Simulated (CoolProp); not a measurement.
Saturated liquid density (kg/m³) of chlorine: the reference equation beside estimates from Tc = 143.7 °C, pc = 7642 kPa, ω = 0.070. Rackett uses Z = 0.29056 − 0.08775 ω.

Computed with CoolProp (reference Helmholtz-energy equation of state, Thol 2021).

```csv
T (°C),reference,Rackett,van der Waals,Redlich-Kwong,Soave-Redlich-Kwong,Peng-Robinson
-21.05,1528,1442,960.6,1413,1411,1593
-10.95,1499,1417,944.3,1385,1384,1564
-0.85,1470,1392,927.3,1355,1356,1534
9.25,1441,1366,909.6,1324,1326,1501
19.35,1410,1339,891.1,1291,1295,1466
29.45,1379,1310,871.7,1257,1262,1430
39.55,1346,1281,851.4,1221,1227,1391
49.65,1312,1250,829.9,1182,1189,1349
59.75,1277,1218,807.2,1141,1150,1303
69.85,1239,1183,782.9,1097,1107,1255
79.95,1199,1147,756.8,1050,1060,1201
90.05,1156,1107,728.4,999.3,1009,1143
100.15,1109,1063,697.2,943.3,953.5,1078
110.25,1055,1013,662.0,880.7,890.5,1004
```

Absolute difference from the reference over all 14 rows, mean and median: Rackett 4.8 and 4.8 %, van der Waals 36.9 and 36.9 %, Redlich-Kwong 10.5 and 9.6 %, Soave-Redlich-Kwong 10.0 and 9.1 %, Peng-Robinson 3.1 and 3.5 %.
